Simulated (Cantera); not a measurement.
A perfectly stirred reactor is fed with CO : O2 : H2O : N2 = 0.0071 : 0.014 : 0.00028 : 1 (molar parts), equivalence ratio 0.25, at 500000 Pa; it is held at 1125 K, and followed from long to short residence time.

Cantera simulation using GRI-Mech 3.0 (53 species, 325 reactions); the numbers are that mechanism's predictions, not measurements.

One state of this run: x CO = 0.00614; x O2 = 0.0133; x H2O = 0.000273; x N2O = 3.86e-7; x NO = 1.64e-9; x OH = 4.16e-8. x: mole fraction; the columns are a selection and need not sum to one.

### Question
Which value of τ (s) does it belong to?
(A) 0.0011
(B) 1.9
(C) 0.15
(D) 0.013

### Answer
C, 0.15
